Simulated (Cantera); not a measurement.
Input (Python, Cantera) and output of one run.

```python
import numpy as np
import cantera as ct

gas_names = """
    Fe FeO Fe(OH)2 H HNO HNO2 HNO3 HO2 H2 H2O H2O2 N NH NH2 NH3 NH2OH NO NO2 NO3 N2 N2H2 N2H4 N2O O OH
    O2 O3
""".split()
cond_names = """
    Fe(a) Fe(c) Fe(d) Fe(L) FeO(s) FeO(L) Fe(OH)2(s) Fe(OH)3(s) Fe2O3(s) Fe3O4(s) H2O(s) H2O(L)
""".split()


# ... load() reads the species with a 1 bar reference pressure and builds the phases ...
atoms = {
    'Fe3O4': {'Fe': 3, 'O': 4},
    'H2O': {'H': 2, 'O': 1},
    'N2': {'N': 2},
}
top_T = {'Fe2O3(s)': 1830, 'Fe3O4(s)': 1870}  # K; cautious upper limits of use, not melting points


# ... equilibrate(T, P, feed) seeds the gas with the atoms and calls Mixture.equilibrate('TP', solver="vcs", rtol=1e-11, max_steps=5000) ...
results = []
feed = {'Fe3O4': 1, 'H2O': 0.069, 'N2': 0.29}  # mol
T = 1373  # K
P = 49000  # Pa
mix = equilibrate(T, P, feed)
results.append((T, P, feed, dict(zip(mix.species_names, mix.species_moles))))
x = sorted(zip(gas.X, gas.species_names), reverse=True)
print(f"T = {T:g} K  P = {P:g} Pa  gas = {mix.phase_moles(0):.4g} mol")
print("   x: " + "  ".join(f"{s} {v:.3e}" for v, s in x if v > 1e-06))
print("   condensed (mol): " + ("  ".join(f"{mix.phase(i).name} {mix.phase_moles(i):.4g}"
      for i in range(1, mix.n_phases) if mix.phase_moles(i) > 1e-12) or "none"))
```

Result:

```
T = 1373 K  P = 49000 Pa  gas = 0.359 mol
   x: N2 8.078e-01  H2O 1.922e-01  H2 2.578e-05  O2 9.952e-06  NO 4.327e-06  OH 3.214e-06
   condensed (mol): Fe3O4(s) 1
```

Cantera equilibrium calculation (NASA polynomials, part measured and part estimated; ideal gas, pure solids and liquids).
